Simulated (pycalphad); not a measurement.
Computed with pycalphad from the COST 507 light-alloy database (1999), at 1 atm. The data set is of 1999 and partly superseded.

**Question.** Which phases does Cu-28 at.% Y hold at 1100 K, with what compositions and amounts?

**Answer.** CU7Y2 with 22.2 at.% Y and CU2Y_R with 33.3 at.% Y. The lever rule gives (28 − 22.2)/(33.3 − 22.2) = 0.52 of CU2Y_R and 0.48 of CU7Y2.

**Question.** Which phases does Cu-43 at.% Y hold at 1025 K, with what compositions and amounts?

**Answer.** CU2Y_R with 33.3 at.% Y and CUY with 50.0 at.% Y. The lever rule gives (43 − 33.3)/(50.0 − 33.3) = 0.58 of CUY and 0.42 of CU2Y_R.

**Question.** Which phases does Cu-47 at.% Y hold at 650 K, with what compositions and amounts?

**Answer.** CU2Y_R with 33.3 at.% Y and CUY with 50.0 at.% Y. The lever rule gives (47 − 33.3)/(50.0 − 33.3) = 0.82 of CUY and 0.18 of CU2Y_R.

**Question.** Which phases does Cu-4 at.% Y hold at 925 K, with what compositions and amounts?

**Answer.** FCC_A1 with <0.01 at.% Y and CU6Y with 13.4 at.% Y. The lever rule gives (4 − 0.0)/(13.4 − 0.0) = 0.30 of CU6Y and 0.70 of FCC_A1.

Database names, with the compositions (at.%) that they take in these runs: CUY: Cu 50 Y 50; CU6Y: Cu 84-87 Y 13-16; CU7Y2: Cu 78 Y 22; CU2Y_R: Cu 67 Y 33. FCC_A1 is fcc.
